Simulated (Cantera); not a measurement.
Input (Python, Cantera):

```python
import numpy as np
import cantera as ct

gas = ct.Solution("gri30.yaml")


def delay(T, t_max=10):
    gas.TPX = T, 270000, {'CH4': 1, 'O2': 1.25, 'N2': 4, 'H2': 0.3}
    reactor = ct.IdealGasConstPressureReactor(gas, clone=False)
    net = ct.ReactorNet([reactor])
    net.rtol, net.atol = 1e-8, 1e-16
    while net.time < t_max:
        t_old, T_old = net.time, reactor.T
        net.step()
        if reactor.T > T + 400:  # ignition: a rise of 400 K
            return t_old + (T + 400 - T_old) / (reactor.T - T_old) * (net.time - t_old)
    return np.nan


taus = []
for T in [1273, 1373, 1473, 1573, 1673, 1773]:
    taus.append(delay(T))
    print(f"T0 = {T:6g} K   tau = {taus[-1]:.4e} s")
```

Output:

```
T0 =   1273 K   tau = 1.2985e-03 s
T0 =   1373 K   tau = 5.5925e-04 s
T0 =   1473 K   tau = 2.4905e-04 s
T0 =   1573 K   tau = 1.1774e-04 s
T0 =   1673 K   tau = 6.0003e-05 s
T0 =   1773 K   tau = 3.2951e-05 s
```

Model: GRI-Mech 3.0 (53 species, 325 reactions), integrated in Cantera.
